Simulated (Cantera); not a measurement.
Input: 1 mol MgSO4, 1.7 mol CO2, equilibrated at 0.100 bar.

Equilibrium computed with Cantera from the NASA thermochemical tables; the gas is ideal and each condensed phase is pure. Candidate condensed phases: C, Mg, MgCO3, MgO, MgS, MgSO4, S; 26 gas species. Mutual solubility and eutectic melting of coexisting phases are not modelled. Rates play no part.

log p: log10 of the partial pressure in bar; n: condensed amount in mol.

```
T (K)  log p CO2  log p SO2  log p O2  log p SO3  log p CO  n MgO(s)  n MgSO4(s)
-----  ---------  ---------  --------  ---------  --------  --------  ----------
1175       -1.17      -1.67     -1.97      -3.15     -8.21     0.565       0.435
1275       -1.27      -1.51     -1.81        [?]       [?]      1.00           0
1375       -1.27      -1.51     -1.81      -3.54     -6.57      1.00           0
1475       -1.27      -1.51     -1.81        [?]       [?]      1.00           0
1575       -1.27      -1.51     -1.81      -4.00     -5.22      1.00           0
1675       -1.27      -1.51     -1.81      -4.18     -4.66      1.00           0
1775       -1.28      -1.51     -1.81      -4.35     -4.17      1.00           0
1875       -1.28      -1.51     -1.80      -4.50     -3.74      1.00           0
```

Some entries are withheld; supply them.


- 1475, log p SO3: -3.78
- 1475, log p CO: -5.85
- 1275, log p SO3: -3.26
- 1275, log p CO: -7.40
